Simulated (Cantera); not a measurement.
Feed: 1 mol Fe₃O₄, 3.5 mol H₂, 0.48 mol N₂, at 1873 K and 133 Pa.

Method: chemical equilibrium by Gibbs-energy minimisation in Cantera with the NASA 1993 tables (ideal gas, pure condensed phases). Candidate condensed phases: Fe, FeO, Fe(OH)₂, Fe(OH)₃, Fe₂O₃, Fe₃O₄, H₂O; 27 gas species. The tables' stoichiometric FeO is somewhat more stable than real wüstite, so its field is too wide. FeO: taken at fixed stoichiometry. The numbers say what is thermodynamically allowed, not how fast it happens.

Base state: H₂ 0.535, H₂O 0.287, N₂ 0.114, Fe 0.0508, H 0.0129, OH 0.000538, FeO 0.000392, Fe(OH)₂ 6.14e-5 (mole fractions); condensed: FeO(l).

Question: What changes in the equilibrium state with this change: Fe₃O₄ replaced by ZrO₂?

Answer: 
| species | before | after |
|---|---|---|
| H₂ | 0.535 | 0.864 |
| N₂ | 0.114 | 0.120 |
| H | 0.0129 | 0.0164 |
| H₂O | 0.287 | 1.58e-5 |
| Fe | 0.0508 | 0 |
| FeO | 0.000392 | 0 |
| Fe(OH)₂ | 6.14e-5 | 0 |
| OH | 0.000538 | 2.33e-8 |
| FeO(l), mol | 2.78 | 0 |
| ZrO₂(tetragonal), mol | 0 | 1.000 |
Further candidate phases: Zr, ZrN, ZrO₂.
